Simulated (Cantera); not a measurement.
Input: 1 mol SiCl₄, 2.7 mol H₂, equilibrated at 750 K and 10000 Pa.

Equilibrium computed with Cantera from the NASA thermochemical tables; the gas is ideal and each condensed phase is pure. Candidate condensed phases: Si; 19 gas species. The numbers say what is thermodynamically allowed, not how fast it happens.

Base state: H₂ 0.720, SiCl₄ 0.261, HCl 0.00925, SiHCl₃ 0.00920, SiH₂Cl₂ 2.38e-5 (mole fractions); condensed: gas only.

Problem. What changes in the equilibrium state with this change: SiCl₄ replaced by Si?

Solution. 
```json
[
 {"species": "H₂", "before": "0.720", "after": "1.00"},
 {"species": "SiCl₄", "before": "0.261", "after": "0"},
 {"species": "HCl", "before": "0.00925", "after": "0"},
 {"species": "SiHCl₃", "before": "0.00920", "after": "0"},
 {"species": "SiH₂Cl₂", "before": "2.38e-5", "after": "0"},
 {"species": "Si(s), mol", "before": "0", "after": "1.00"}
]
```
